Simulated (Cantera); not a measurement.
Feed: 1 mol Fe3O4, 1.1 mol C, 8.7 mol H2, held at 133 Pa.

Method: chemical equilibrium by Gibbs-energy minimisation in Cantera with the NASA 1993 tables (ideal gas, pure condensed phases). Candidate condensed phases: C, C6H6, C7H8, C8H18, Fe, Fe(CO)5, FeO, Fe(OH)2, Fe(OH)3, Fe2O3, Fe3O4, H2O; 114 gas species. Mutual solubility and eutectic melting of coexisting phases are not modelled. The tables' stoichiometric FeO is somewhat more stable than real wüstite, so its field is too wide. FeO: taken at fixed stoichiometry. The numbers say what is thermodynamically allowed, not how fast it happens. All values below are at 1500 °C.

Base state: H2 0.595, H2O 0.273, CO 0.0981, Fe 0.0148, CO2 0.0121, H 0.00601, OH 0.000171, FeO 7.33e-5 (mole fractions); condensed: Fe(δ) + FeO(l).

Task: What changes in the equilibrium state with this change: pressure from 133 Pa to 11000 Pa?

Result: 
| species | before | after |
|---|---|---|
| H2 | 0.595 | 0.608 |
| H2O | 0.273 | 0.279 |
| CO | 0.0981 | 0.0998 |
| Fe | 0.0148 | 0.000180 |
| CO2 | 0.0121 | 0.0123 |
| FeO | 7.33e-5 | 8.88e-7 |
| H | 0.00601 | 0.000669 |
| OH | 0.000171 | 1.90e-5 |
| Fe(OH)2 | 3.38e-5 | 3.45e-5 |
| Fe(δ), mol | 2.80 | 2.96 |
| FeO(l), mol | 0.0486 | 0.0422 |
